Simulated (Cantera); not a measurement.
A closed system holds: 1 mol B₂H₆, 0.5 mol N₂, 0.45 mol H₂, 0.22 mol H₂O, equilibrated at 14.0 Pa.

These are equilibrium values from Cantera (NASA tables, ideal gas, pure condensed phases), not measurements of a reactor. Candidate condensed phases: B, BN, B₂O₃, B₃O₃H₃, H₂O; 39 gas species. The feed counts by its element totals alone. Mutual solubility and eutectic melting of coexisting phases are not modelled. The tables' values for BH₂ are old estimates; treat these amounts as uncertain. The numbers say what is thermodynamically allowed, not how fast it happens.

At 1725 K, list the 6 most abundant gas species with their mole fractions, and the condensed phases.

H₂ 0.926, HBO 0.0346, H 0.0151, BO 0.0109, N₂ 0.00716, B₂O₂ 0.00567. Condensed: B(s) + BN(s).
